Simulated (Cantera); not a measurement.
# Adiabatic ignition

An adiabatic, constant-volume homogeneous reactor starts with 3.45 % CH4, 20.3 % O2, 76.3 % N2, at 1325 K and 750 Torr.

Detailed kinetics in Cantera: GRI-Mech 3.0 (53 species, 325 reactions).

```tsv
t (s)	T (K)	P (bar)	x CH4	x O2	x HCN	x NO	x C2H4	x C2H6	x CO
3.00e-6	1325	1.00	0.0345	0.203	<1e-12	<1e-12	<1e-12	<1e-12	<1e-12
6.46e-6	1325	1.00	0.0345	0.203	<1e-12	<1e-12	<1e-12	<1e-12	<1e-12
1.39e-5	1325	1.00	0.0345	0.203	<1e-12	<1e-12	<1e-12	<1e-12	<1e-12
3.00e-5	1325	1.000	0.0345	0.203	<1e-12	<1e-12	<1e-12	3.15e-12	1.90e-12
6.46e-5	1325	1.000	0.0345	0.203	<1e-12	<1e-12	2.17e-12	3.46e-11	1.95e-11
0.000139	1325	1.000	0.0345	0.203	<1e-12	<1e-12	2.76e-11	4.21e-10	2.15e-10
0.000300	1325	1.000	0.0345	0.203	<1e-12	<1e-12	4.32e-10	6.44e-9	2.71e-9
0.000646	1325	1.00	0.0345	0.203	<1e-12	<1e-12	1.04e-8	1.53e-7	4.68e-8
0.00139	1325	1.00	0.0344	0.203	<1e-12	<1e-12	4.30e-7	5.90e-6	1.52e-6
0.00300	1329	1.00	0.0339	0.202	<1e-12	<1e-12	1.19e-5	0.000104	5.61e-5
0.00646	2238	1.69	<1e-12	0.133	<1e-12	0.000141	<1e-12	<1e-12	0.000562
0.0139	2237	1.69	<1e-12	0.132	<1e-12	0.000642	<1e-12	<1e-12	0.000557
0.0300	2234	1.69	<1e-12	0.132	<1e-12	0.00165	<1e-12	<1e-12	0.000549
0.0646	2230	1.69	<1e-12	0.131	<1e-12	0.00352	<1e-12	<1e-12	0.000534
0.139	2222	1.68	<1e-12	0.130	<1e-12	0.00630	<1e-12	<1e-12	0.000513
0.300	2216	1.67	<1e-12	0.128	<1e-12	0.00889	<1e-12	<1e-12	0.000494
```
x: mole fraction; the columns are a selection and need not sum to one.

* **time of steepest temperature rise**: 4.96 ms
* **temperature at 0.300 s**: 2216 K
* **equilibrium temperature**: 2213 K
* **x(CH4) at 0.300 s**: <1e-12 (gas-phase equilibrium <1e-12)
* **x(O2) at 0.300 s**: 0.128 (gas-phase equilibrium 0.128)
* **x(HCN) at 0.300 s**: <1e-12 (gas-phase equilibrium <1e-12)
